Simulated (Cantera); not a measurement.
A closed system holds: 1 mol BF3, 6.3 mol O2, 0.56 mol H2, 0.95 mol NH3, at 800 K and 0.340 bar.

These are equilibrium values from Cantera (NASA tables, ideal gas, pure condensed phases), not measurements of a reactor. Equilibrium is a limit: real reactors are often held back by kinetics, nucleation or transport.

```csv
species,before,after
O2,0.601,0.543
HF,0.0550,0.213
H2O,0.193,0.0892
BF3,0.0902,0.00318
BOF,1.36e-7,0.0848
HBO2,8.53e-8,0.0139
N2,0.0538,0.0477
OH,2.06e-9,0.00167
BO2,<1e-9,0.000315
O,<1e-9,0.000304
B2O3,<1e-9,0.000183
(HBO2)3,0.00299,1.80e-8
H2,<1e-9,2.19e-5
```
Gas species are given as mole fractions.

Q: Which change was made?
(A) temperature from 800 K to 1173 K
(B) H2 from 0.56 to 160 mol
(C) temperature from 800 K to 1225 K
(D) temperature from 800 K to 1875 K

A: D, temperature from 800 K to 1875 K
